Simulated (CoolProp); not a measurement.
Vapour-liquid equilibrium of o-xylene (1) + n-decane (2) at 168.55 °C; x and y are mole fractions of (1).

The numbers come from the multi-fluid Helmholtz-energy mixture model, Zhou 2012 and Lemmon 2006; pair parameters Bell 2016 in CoolProp.

```tsv
x	bubble pressure, mixture model (MPa)	bubble pressure, Raoult's law (MPa)	y, mixture model	y, Raoult's law
0.05	0.09232	0.09259	0.094	0.100
0.2	0.1064	0.1071	0.332	0.345
0.35	0.1207	0.1216	0.518	0.531
0.5	0.1353	0.1361	0.667	0.678
0.65	0.1499	0.1507	0.788	0.796
0.8	0.1647	0.1652	0.889	0.894
0.95	0.1795	0.1797	0.974	0.976
```

The largest gap from Raoult's law is -0.7 % in bubble pressure, at x = 0.35. No azeotrope shows between x = 0.05 and 0.95.

The pair parameters rest on a limited set of measurements; away from them the model extrapolates.
